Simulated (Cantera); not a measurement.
# Counterflow diffusion flame

A counterflow diffusion flame at 1.50 bar, nozzles 20 mm apart: fuel side 73.0 % CH4, 27.0 % N2 at 550 K, oxidiser side 27.0 % O2, 73.0 % N2 at 548 K, fuel mass flux 0.72 times the oxidiser's; mixture-averaged transport, no radiation.

Detailed kinetics in Cantera: GRI-Mech 3.0 (53 species, 325 reactions). GRI-Mech 3.0 has no aromatics or soot, which form on the fuel side of real flames. The maximum strain rate includes the flame's own expansion and is several times the mean.

```tsv
oxidiser flux (kg/m²/s)	max strain (1/s)	mean strain (1/s)	T max (K)	peak x OH	peak x H	peak x NO	peak x CO	peak x C2H2
0.38	204	41.5	2394	0.0130	0.00486	0.000679	0.0840	0.0192
0.57	293	62.2	2363	0.0131	0.00513	0.000584	0.0816	0.0185
0.88	433	96.0	2335	0.0132	0.00545	0.000509	0.0791	0.0175
1.4	663	153	2315	0.0133	0.00584	0.000446	0.0771	0.0165
2.1	961	229	2296	0.0133	0.00613	0.000391	0.0754	0.0156
3.2	1420	349	2275	0.0131	0.00639	0.000331	0.0737	0.0145
4.9	2110	535	2251	0.0128	0.00658	0.000268	0.0722	0.0132
7.5	3130	819	2221	0.0122	0.00665	0.000202	0.0711	0.0116
```
x: mole fraction; the columns are a selection and need not sum to one.
